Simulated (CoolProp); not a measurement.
A Linde-Hampson liquefier for oxygen: isothermal reversible compression at 230 K from 1 atm to 25 MPa, throttling to 1 atm, return gas leaving the recuperator 10 K below the feed. Each further row changes one setting.

Computed with CoolProp (reference Helmholtz-energy equation of state, Schmidt 1985).

```
case                        liquid yield per pass  compression work (kJ/kg of gas)
--------------------------  ---------------------  -------------------------------
as stated                                   0.235                              307
high pressure 50 MPa                        0.273                              347
warm-end temperature 260 K                  0.163                              357
warm-end gap 15 K                           0.224                              307
```
